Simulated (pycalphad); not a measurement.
CALPHAD calculation (pycalphad, COST 507 light-alloy database (1999)), 1 atm. These are 1990s assessments: newer ones move some temperatures and phases. Amounts are mole fractions of atoms.

Q: Give the equilibrium state of Si-32Al (at.%) at 1450 K.

A: 
```
T = 1450.00 K, P = 101325 Pa, N = 1 mol of atoms
G = -67477 J/mol, H = 58793 J/mol, S = 87.08 J/(mol K)  (SER reference)
chemical potentials (J/mol): Si -54071, Al -95966
phase             fraction      x(Si)      x(Al)
LIQUID              0.8444     0.6210     0.3790
DIAMOND_A4          0.1556     0.9999   0.000101
```

Q: Give the equilibrium state of Si-32Al (at.%) at 750 K.

A: 
```
T = 750.00 K, P = 101325 Pa, N = 1 mol of atoms
G = -22021 J/mol, H = 11177 J/mol, S = 44.26 J/(mol K)  (SER reference)
chemical potentials (J/mol): Si -19438, Al -27511
phase             fraction      x(Si)      x(Al)
DIAMOND_A4          0.6780     1.0000   1.06e-07
FCC_A1              0.3220     0.0061     0.9939
```

FCC_A1 is fcc; DIAMOND_A4 is diamond (Si).
